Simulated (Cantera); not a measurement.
A freely propagating, adiabatic, planar premixed flame of 42.8 % H2, 9.71 % O2, 47.5 % N2, unburnt at 625 K and 1.90 bar; multicomponent transport, grid criteria slope 0.08 and curve 0.16, no radiation.

Model: the H2/O2 subset of GRI-Mech 3.0, which has no nitrogen chemistry, integrated in Cantera. Burning velocities carry a grid error of a few per cent, more on coarse grids.

x: mole fraction of selected species; z is measured from the peak of heat release.

```json
[
 {"z (mm)": "-0.634", "T (K)": "625", "u (m/s)": "7.89", "x H2": "0.428", "x O2": "0.0971", "x HO2": "<1e-8", "x H": "<1e-8", "x H2O": "<1e-8", "x OH": "<1e-8"},
 {"z (mm)": "-0.423", "T (K)": "625", "u (m/s)": "7.89", "x H2": "0.428", "x O2": "0.0971", "x HO2": "<1e-8", "x H": "<1e-8", "x H2O": "<1e-8", "x OH": "<1e-8"},
 {"z (mm)": "-0.317", "T (K)": "625", "u (m/s)": "7.89", "x H2": "0.428", "x O2": "0.0971", "x HO2": "2.55e-8", "x H": "<1e-8", "x H2O": "1.11e-8", "x OH": "<1e-8"},
 {"z (mm)": "-0.211", "T (K)": "625", "u (m/s)": "7.89", "x H2": "0.428", "x O2": "0.0971", "x HO2": "2.78e-6", "x H": "2.08e-7", "x H2O": "1.22e-6", "x OH": "<1e-8"},
 {"z (mm)": "-0.106", "T (K)": "662", "u (m/s)": "8.31", "x H2": "0.423", "x O2": "0.0966", "x HO2": "0.000325", "x H": "0.000377", "x H2O": "0.00190", "x OH": "[?]"},
 {"z (mm)": "-0.0529", "T (K)": "880", "u (m/s)": "10.8", "x H2": "0.395", "x O2": "0.0890", "x HO2": "0.000213", "x H": "0.00676", "x H2O": "0.0221", "x OH": "[?]"},
 {"z (mm)": "0", "T (K)": "1231", "u (m/s)": "14.8", "x H2": "0.321", "x O2": "0.0599", "x HO2": "9.73e-5", "x H": "0.0322", "x H2O": "0.0858", "x OH": "[?]"},
 {"z (mm)": "0.0529", "T (K)": "1486", "u (m/s)": "17.6", "x H2": "0.249", "x O2": "0.0203", "x HO2": "3.13e-5", "x H": "0.0580", "x H2O": "0.164", "x OH": "0.00254"},
 {"z (mm)": "0.106", "T (K)": "1604", "u (m/s)": "18.9", "x H2": "0.225", "x O2": "0.00472", "x HO2": "7.04e-6", "x H": "0.0633", "x H2O": "0.195", "x OH": "0.00265"},
 {"z (mm)": "0.211", "T (K)": "1708", "u (m/s)": "20.0", "x H2": "0.225", "x O2": "0.000453", "x HO2": "6.73e-7", "x H": "0.0554", "x H2O": "0.205", "x OH": "0.00268"},
 {"z (mm)": "0.423", "T (K)": "1805", "u (m/s)": "21.0", "x H2": "0.232", "x O2": "0.000146", "x HO2": "2.40e-7", "x H": "0.0425", "x H2O": "0.207", "x OH": "0.00253"},
 {"z (mm)": "0.846", "T (K)": "1895", "u (m/s)": "21.9", "x H2": "0.240", "x O2": "7.75e-5", "x HO2": "1.36e-7", "x H": "0.0300", "x H2O": "0.209", "x OH": "[?]"},
 {"z (mm)": "1.69", "T (K)": "1967", "u (m/s)": "22.6", "x H2": "0.247", "x O2": "3.51e-5", "x HO2": "6.83e-8", "x H": "0.0195", "x H2O": "0.211", "x OH": "[?]"}
]
```

Q: Complete the blanks.

A: 
- -0.106, x OH: 9.40e-5
- -0.0529, x OH: 0.000534
- 0, x OH: 0.00147
- 0.846, x OH: 0.00212
- 1.69, x OH: 0.00157
